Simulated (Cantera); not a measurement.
An adiabatic, constant-pressure homogeneous reactor starts with CO : H₂ : O₂ : N₂ = 1 : 0.25 : 1.2 : 4.52 (molar parts), equivalence ratio 0.52, at 1075 K and 1000000 Pa. Integrator tolerance rtol = 1e-08.

Cantera simulation using GRI-Mech 3.0 (53 species, 325 reactions); the numbers are that mechanism's predictions, not measurements. The hydrogen kinetics of GRI-Mech 3.0 are dated; newer H2 mechanisms differ, most at raised pressure.

### Question
What does this change do: pressure from 1000000 Pa to 1200000 Pa?

### Answer
```csv
quantity,before,after
time of steepest temperature rise,0.935 ms,0.984 ms
temperature at 0.800 s,2378 K,2380 K
equilibrium temperature,2378 K,2380 K
x(CO) at 0.800 s,0.00313 (gas-phase equilibrium 0.00313),0.00290 (gas-phase equilibrium 0.00290)
x(H₂) at 0.800 s,0.000132 (gas-phase equilibrium 0.000132),0.000122 (gas-phase equilibrium 0.000122)
x(O₂) at 0.800 s,0.0854 (gas-phase equilibrium 0.0854),0.0853 (gas-phase equilibrium 0.0853)
x(NO) at 0.800 s,0.0111 (gas-phase equilibrium 0.0111),0.0112 (gas-phase equilibrium 0.0112)
x(HO₂) at 0.800 s,5.70e-6 (gas-phase equilibrium 5.70e-6),6.01e-6 (gas-phase equilibrium 6.01e-6)
```
The pressure lies above the range GRI-Mech 3.0 was tuned for (to about 10 atm).

### Question
What does this change do: initial temperature 1075 to 1073 K?

### Answer
| quantity | before | after |
|---|---|---|
| time of steepest temperature rise | 0.935 ms | 0.989 ms |
| temperature at 0.800 s | 2378 K | 2377 K |
| equilibrium temperature | 2378 K | 2377 K |
| x(CO) at 0.800 s | 0.00313 (gas-phase equilibrium 0.00313) | 0.00310 (gas-phase equilibrium 0.00310) |
| x(H₂) at 0.800 s | 0.000132 (gas-phase equilibrium 0.000132) | 0.000131 (gas-phase equilibrium 0.000131) |
| x(O₂) at 0.800 s | 0.0854 (gas-phase equilibrium 0.0854) | 0.0854 (gas-phase equilibrium 0.0854) |
| x(NO) at 0.800 s | 0.0111 (gas-phase equilibrium 0.0111) | 0.0111 (gas-phase equilibrium 0.0111) |
| x(HO₂) at 0.800 s | 5.70e-6 (gas-phase equilibrium 5.70e-6) | 5.68e-6 (gas-phase equilibrium 5.68e-6) |

### Question
What does this change do: constant volume in place of constant pressure?

### Answer
```tsv
quantity	before	after
time of steepest temperature rise	0.935 ms	0.835 ms
temperature at 0.800 s	2378 K	2615 K
equilibrium temperature	2378 K	2615 K
x(CO) at 0.800 s	0.00313 (gas-phase equilibrium 0.00313)	0.00726 (gas-phase equilibrium 0.00726)
x(H₂) at 0.800 s	0.000132 (gas-phase equilibrium 0.000132)	0.000273 (gas-phase equilibrium 0.000273)
x(O₂) at 0.800 s	0.0854 (gas-phase equilibrium 0.0854)	0.0836 (gas-phase equilibrium 0.0836)
x(NO) at 0.800 s	0.0111 (gas-phase equilibrium 0.0111)	0.0166 (gas-phase equilibrium 0.0166)
x(HO₂) at 0.800 s	5.70e-6 (gas-phase equilibrium 5.70e-6)	1.25e-5 (gas-phase equilibrium 1.25e-5)
```
